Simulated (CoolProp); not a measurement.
n-dodecane along the isobar 1470 kPa: density (kg/m³) from the reference equation and from simpler models built on Tc = 658.1 K, pc = 1818 kPa, ω = 0.574; each cubic takes its own stable root.

The numbers come from the reference Helmholtz-energy equation of state, Lemmon 2004 in CoolProp. It is a short technical equation, of lower accuracy than the large ones.

```
T (K)   phase  reference
-----  ------  ---------
284.3  liquid      756.9
303.4  liquid      742.9
322.5  liquid      728.9
341.6  liquid      714.9
360.7  liquid      700.8
379.8  liquid      686.6
398.9  liquid      672.2
418    liquid      657.4
437.1  liquid      642.2
456.2  liquid      626.6
475.3  liquid      610.3
494.3  liquid      593.4
513.4  liquid      575.5
532.5  liquid      556.3
```

Q: How far does each simpler model (van der Waals, Redlich-Kwong, Soave-Redlich-Kwong) lie from the reference over these 14 states: mean and median of the absolute difference, and the worst?

A: 
- van der Waals: mean 47.4 %, median 47.3 %, worst -48.8 % at 284.3 K and 1470 kPa
- Redlich-Kwong: mean 23.7 %, median 23.6 %, worst -24.8 % at 532.5 K and 1470 kPa
- Soave-Redlich-Kwong: mean 18.5 %, median 18.0 %, worst -21.1 % at 284.3 K and 1470 kPa
